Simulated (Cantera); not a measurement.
**Catalytic stagnation flow on Pt**

A jet of 2.98 % H₂, 9.82 % O₂, 87.2 % N₂ at 300 K and 0.266 atm hits a platinum plate 3.5 cm away at a mass flux of 0.05 kg/m²/s; the plate temperature is set and raised in steps from an oxygen-covered start.

Model: Deutschmann's 1995 Pt surface mechanism with GRI-Mech 3.0 gas chemistry, integrated in Cantera. Catalytic surfaces can have several steady states; this one follows from the mechanism file's or the stated starting coverage.

| plate T (K) | wall x H₂ | wall x O₂ | wall x H₂O | wall x OH | θ free Pt | θ O* | θ OH* |
|---|---|---|---|---|---|---|---|
| 700 | 0.00152 | 0.0679 | 0.0545 | <1e-8 | 0.0446 | 0.951 | 0.00491 |
| 750 | 0.00128 | 0.0677 | 0.0547 | <1e-8 | 0.0555 | 0.941 | 0.00396 |
| 800 | 0.000925 | 0.0674 | 0.0552 | <1e-8 | 0.0807 | 0.916 | 0.00355 |
| 850 | 0.000645 | 0.0671 | 0.0554 | 1.05e-8 | 0.121 | 0.876 | 0.00331 |
| 900 | 0.000473 | 0.0670 | 0.0555 | 3.19e-8 | 0.172 | 0.825 | 0.00307 |
| 950 | 0.000367 | 0.0670 | 0.0555 | 8.68e-8 | 0.231 | 0.767 | 0.00279 |
| 1000 | 0.000299 | 0.0669 | 0.0554 | 2.15e-7 | 0.293 | 0.705 | 0.00251 |
x: mole fraction at the wall; θ: surface coverage.
